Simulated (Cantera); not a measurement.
A perfectly stirred reactor is fed with CH₄ : H₂O = 1 : 4.3 (molar parts), at 0.987 atm; it is held at 1673 K, and followed from long to short residence time.

Computed with Cantera and GRI-Mech 3.0 (53 species, 325 reactions).

**Question.** Predict: x(CH₄) at τ = 0.790 s; x(H₂O) at τ = 0.790 s; x(OH) at τ = 0.790 s; x(C₂H) at τ = 0.790 s; x(CH₄) at τ = 37.0 ms; x(H₂O) at τ = 37.0 ms; x(O₂) at τ = 37.0 ms; x(OH) at τ = 37.0 ms; x(C₂H) at τ = 37.0 ms.

**Answer.** 
- x(CH₄) at τ = 0.790 s = 0.0274
- x(H₂O) at τ = 0.790 s = 0.528
- x(OH) at τ = 0.790 s = 4.84e-6
- x(C₂H) at τ = 0.790 s = 1.58e-8
- x(CH₄) at τ = 37.0 ms = 0.0796
- x(H₂O) at τ = 37.0 ms = 0.706
- x(O₂) at τ = 37.0 ms = 1.18e-9
- x(OH) at τ = 37.0 ms = 7.96e-6
- x(C₂H) at τ = 37.0 ms = 4.07e-8
